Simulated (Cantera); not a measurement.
A closed system holds: 1 mol SiF₄, 0.17 mol NO, 48 mol H₂, held at 0.370 bar.

Method: chemical equilibrium by Gibbs-energy minimisation in Cantera with the NASA 1993 tables (ideal gas, pure condensed phases). Candidate condensed phases: H₂O, Si, SiO₂, Si₂N₂O, Si₃N₄; 58 gas species. Equilibrium is a limit: real reactors are often held back by kinetics, nucleation or transport. All values below are at 1023 K.

Base state: H₂ 0.973, SiF₄ 0.0188, HF 0.00628, N₂ 0.00173, H₂O 0.000323 (mole fractions); condensed: SiO₂(β-quartz).

What changes in the equilibrium state with this change: SiF₄ replaced by SiCl₄?


| species | before | after |
|---|---|---|
| H₂ | 0.973 | 0.962 |
| HCl | 0 | 0.0221 |
| SiCl₄ | 0 | 0.0114 |
| SiF₄ | 0.0188 | 0 |
| HF | 0.00628 | 0 |
| SiHCl₃ | 0 | 0.00420 |
| N₂ | 0.00173 | <1e-9 |
| SiH₂Cl₂ | 0 | 0.000172 |
| SiCl₃ | 0 | 0.000164 |
| SiO₂(β-quartz), mol | 0.0771 | 0.0425 |
| Si₂N₂O(s), mol | 0 | 0.0850 |
Mutual solubility and eutectic melting of coexisting phases are not modelled. The tables' values for SiCl₃ are old estimates; treat these amounts as uncertain. Further candidate phases: NH₄Cl.
